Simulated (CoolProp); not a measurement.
Properties of CH3F (R41) along the isobar 41.2 bar (Tc = 44.1 °C, pc = 59.06 bar, ω = 0.200).

The numbers come from the reference Helmholtz-energy equation of state, Lemmon 2006 in CoolProp. It is a short technical equation, of lower accuracy than the large ones.

```csv
T (°C),phase,Z,cv (kJ/(kg K)),expansivity (1/kK),fugacity coefficient
-119.65,liquid,0.1137,1.401,1.906,0.001390
-97.05,liquid,0.1037,1.325,2.083,0.008424
-74.45,liquid,0.09660,1.268,2.338,0.03181
-51.75,liquid,0.09179,1.228,2.717,0.08736
-29.15,liquid,0.08911,1.206,3.317,0.1899
-6.55,liquid,0.08888,1.202,4.424,0.3482
16.05,liquid,0.09298,1.225,7.393,0.5594
38.65,gas,0.6293,1.251,14.14,0.7246
61.35,gas,0.7384,1.129,7.696,0.7832
83.95,gas,0.8014,1.100,5.601,0.8254
```
